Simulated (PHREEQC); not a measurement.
Consider water at 5 °C with 0.2 mol NaOH, 0.029 mol CO2 and 0.00025 mol K2CO3 per kg of water. Closed to the air; pH follows from the charge balance.

Computed with PHREEQC (ion-association model, phreeqc.dat).

Task: The ionic strength comes out as 0.214 mol/kgw. What activity coefficients do CO3-2, HCO3-, NaCO3-, Na+, OH- get?

Result: CO3-2 0.31, HCO3- 0.75, NaCO3- 0.75, Na+ 0.75, OH- 0.71.

This is a speciation only: nothing precipitates in the calculation. Complexes and solids missing from the database can't appear. Away from 25 °C the constants follow the database's enthalpies or fits; those with neither stay at their 25 °C values.
